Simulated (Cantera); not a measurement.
A closed system holds: 1 mol C3H6, 0.91 mol O2, at 1552 °C and 46000 Pa.

Method: chemical equilibrium by Gibbs-energy minimisation in Cantera with the NASA 1993 tables (ideal gas, pure condensed phases). Candidate condensed phases: C, C6H6, C7H8, C8H18, H2O; 110 gas species. Kinetics and transport are ignored.

Base state: H2 0.622, CO 0.378, H 0.000512, C2H2 (acetylene) 0.000134, CH4 0.000126, H2O 2.72e-5 (mole fractions); condensed: C(graphite).

Problem. What changes in the equilibrium state with this change: temperature from 1552 °C to 750 °C?

Solution. 
```json
[
 {"species": "H2", "before": "0.622", "after": "0.607"},
 {"species": "CO", "before": "0.378", "after": "0.336"},
 {"species": "H2O", "before": "2.72e-5", "after": "0.0256"},
 {"species": "CO2", "before": "4.22e-6", "after": "0.0186"},
 {"species": "CH4", "before": "0.000126", "after": "0.0127"},
 {"species": "H", "before": "0.000512", "after": "4.77e-9"},
 {"species": "C2H2 (acetylene)", "before": "0.000134", "after": "1.28e-9"},
 {"species": "C(graphite), mol", "before": "1.18", "after": "1.32"}
]
```

Problem. What changes in the equilibrium state with this change: C3H6 replaced by C6H6?

Solution. 
```json
[
 {"species": "H2", "before": "0.622", "after": "0.622"},
 {"species": "CO", "before": "0.378", "after": "0.378"},
 {"species": "H", "before": "0.000512", "after": "0.000512"},
 {"species": "H2O", "before": "2.72e-5", "after": "2.72e-5"},
 {"species": "C2H2 (acetylene)", "before": "0.000134", "after": "0.000134"},
 {"species": "CH4", "before": "0.000126", "after": "0.000126"},
 {"species": "C(graphite), mol", "before": "1.18", "after": "4.18"}
]
```

Problem. What changes in the equilibrium state with this change: temperature from 1552 °C to 800 °C?

Solution. 
```json
[
 {"species": "H2", "before": "0.622", "after": "0.612"},
 {"species": "CO", "before": "0.378", "after": "0.359"},
 {"species": "H2O", "before": "2.72e-5", "after": "0.0131"},
 {"species": "H", "before": "0.000512", "after": "1.62e-8"},
 {"species": "C2H2 (acetylene)", "before": "0.000134", "after": "4.39e-9"},
 {"species": "CO2", "before": "4.22e-6", "after": "0.00834"},
 {"species": "CH4", "before": "0.000126", "after": "0.00791"},
 {"species": "C(graphite), mol", "before": "1.18", "after": "1.24"}
]
```
